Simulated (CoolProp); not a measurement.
R125 along the isotherm 294.8 K: Z from the reference equation and from simpler models built on Tc = 339.2 K, pc = 3.618 MPa, ω = 0.305; each cubic takes its own stable root.

Model: reference Helmholtz-energy equation of state, Lemmon 2005, in CoolProp.

```
p (MPa)   phase  reference
-------  ------  ---------
0.181       gas     0.9713
0.362       gas     0.9411
0.543       gas     0.9091
0.724       gas     0.8748
0.905       gas     0.8378
1.09        gas     0.7962
1.45     liquid    0.05860
1.63     liquid    0.06574
1.81     liquid    0.07286
```

Q: How far does each simpler model (Redlich-Kwong, Soave-Redlich-Kwong) lie from the reference over these 9 states: mean and median of the absolute difference, and the worst?

A: 
- Redlich-Kwong: mean 136.7 %, median 2.4 %, worst +1175.8 % at 294.8 K and 1.45 MPa
- Soave-Redlich-Kwong: mean 5.3 %, median 1.0 %, worst +14.8 % at 294.8 K and 1.45 MPa

At some of these states Redlich-Kwong gives the other phase, because its saturation line lies elsewhere.
